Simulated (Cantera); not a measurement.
A Cantera script and what it prints.

```python
import numpy as np
import cantera as ct

gas_names = """
    CL CL2 H HCL H2 N NH NH2 NH3 N2 N2H2 N2H4 Si SiCL SiCL2 SiCL3 SiCL4 SiH SiHCL3 SiH2 SiH2CL2 SiH3
    SiH3CL SiH4 SiN Si2 Si2N Si3
""".split()
cond_names = """
    NH4CL(a) NH4CL(b) Si(cr) Si(L) Si3N4(a)
""".split()


# ... load() reads the species with a 1 bar reference pressure and builds the phases ...
atoms = {
    'Si2H6': {'Si': 2, 'H': 6},
    'HCl': {'H': 1, 'CL': 1},
    'N2': {'N': 2},
}
top_T = {'Si3N4(a)': 2400}  # K; cautious upper limits of use, not melting points


# ... equilibrate(T, P, feed) seeds the gas with the atoms and calls Mixture.equilibrate('TP', solver="vcs", rtol=1e-11, max_steps=5000) ...
results = []
feed = {'Si2H6': 1, 'HCl': 0.24, 'N2': 49}  # mol
T = 1075  # K
P = 88000  # Pa
mix = equilibrate(T, P, feed)
results.append((T, P, feed, dict(zip(mix.species_names, mix.species_moles))))
print(gas.report(threshold=1e-06))
for i in range(1, mix.n_phases):
    print(f"{mix.phase(i).name:16s} {mix.phase_moles(i):12.5e} mol")
```

Output:

```
       temperature   1075 K
          pressure   88000 Pa
           density   0.26112 kg/m^3
  mean mol. weight   26.522 kg/kmol
   phase of matter   gas

                          1 kg             1 kmol
                     ---------------   ---------------
          enthalpy        8.8363e+05        2.3435e+07  J
   internal energy        5.4662e+05        1.4497e+07  J
           entropy            8673.6        2.3004e+05  J/K
    Gibbs function       -8.4405e+06       -2.2386e+08  J
 heat capacity c_p            1240.8             32907  J/K
 heat capacity c_v            927.27             24593  J/K

                      mass frac. Y      mole frac. X     chem. pot. / RT
                     ---------------   ---------------   ---------------
               HCL         0.0064806         0.0047144           -40.277
                H2         0.0044791          0.058925           -20.648
               NH3        2.8624e-06        4.4575e-06           -43.594
                N2           0.98904           0.93636           -25.245
     [  +24 minor]        2.4101e-07        4.3056e-08

Si(cr)            0.00000e+00 mol
Si3N4(a)          6.66666e-01 mol
```

These are equilibrium values from Cantera (NASA tables, ideal gas, pure condensed phases), not measurements of a reactor. The feed counts by its element totals alone. N2 is the only nitrogen source here; it is nearly inert below about 1500 K, so the nitride shown seldom forms there in practice.
